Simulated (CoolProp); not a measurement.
A closed Brayton cycle with nitrogen: compressor inlet 315.15 K and 0.47 MPa, high pressure 1.49 MPa, turbine inlet 995 K, compressor efficiency 0.85, turbine efficiency 0.93, recuperator effectiveness 0.9 (on enthalpy, no pinch check). Each further row changes one setting.

The numbers come from the reference Helmholtz-energy equation of state, Span 2000 in CoolProp.

```json
[
 {"case": "as stated", "thermal efficiency (%)": "40.4", "net work (kJ/kg)": "124", "compressor to turbine work": "0.55", "compressor exit (K)": "459.6", "turbine exit (K)": "754.5"},
 {"case": "turbine inlet 945 K", "thermal efficiency (%)": "___", "net work (kJ/kg)": "110", "compressor to turbine work": "0.58", "compressor exit (K)": "459.6", "turbine exit (K)": "714.8"},
 {"case": "compressor inlet 325.15 K", "thermal efficiency (%)": "39.0", "net work (kJ/kg)": "___", "compressor to turbine work": "0.57", "compressor exit (K)": "474.0", "turbine exit (K)": "754.5"},
 {"case": "high pressure 1.27 MPa", "thermal efficiency (%)": "___", "net work (kJ/kg)": "115", "compressor to turbine work": "0.52", "compressor exit (K)": "436.7", "turbine exit (K)": "___"},
 {"case": "recuperator effectiveness 0.5", "thermal efficiency (%)": "___", "net work (kJ/kg)": "124", "compressor to turbine work": "0.55", "compressor exit (K)": "459.6", "turbine exit (K)": "754.5"}
]
```

Task: What belongs in the gaps?

Result: 
- turbine inlet 945 K, thermal efficiency (%): 38.1
- compressor inlet 325.15 K, net work (kJ/kg): 119
- high pressure 1.27 MPa, thermal efficiency (%): 41.0
- high pressure 1.27 MPa, turbine exit (K): 784.3
- recuperator effectiveness 0.5, thermal efficiency (%): 28.6
